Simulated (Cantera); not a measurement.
Source: NASA polynomial tables (part measured, part estimated), evaluated in Cantera. Values are per mole of reaction as written; species without (g) are pure solids or liquids, kept so even where they would boil at 1 bar. TaC: taken at fixed stoichiometry.

9 Ta + 8 N(g) + 3 C3H8(g) → 8 NH3(g) + 9 TaC

```tsv
T (K)	ΔH° (kJ)	ΔS° (J/K)	ΔG° (kJ)	log10 K
300	-5131.8	-487.0	-4985.6	868.06
950	-5141.1	-499.0	-4667.1	256.61
975	-5141.9	-499.8	-4654.6	249.36
1000	[?]	[?]	[?]	[?]
1025	-5143.5	-501.4	-4629.6	235.92
1050	[?]	[?]	[?]	[?]
1075	-5145.1	-502.9	-4604.4	223.73
1100	-5145.8	-503.6	-4591.9	218.04
1125	-5146.6	-504.3	-4579.3	212.62
1150	[?]	[?]	[?]	[?]
```

**Question.** Some entries are withheld; supply them.

**Answer.** 
- 1000, ΔH° (kJ): -5142.7
- 1000, ΔS° (J/K): -500.6
- 1000, ΔG° (kJ): -4642.1
- 1000, log10 K: 242.47
- 1050, ΔH° (kJ): -5144.3
- 1050, ΔS° (J/K): -502.2
- 1050, ΔG° (kJ): -4617.0
- 1050, log10 K: 229.68
- 1150, ΔH° (kJ): -5147.4
- 1150, ΔS° (J/K): -505.0
- 1150, ΔG° (kJ): -4566.7
- 1150, log10 K: 207.42
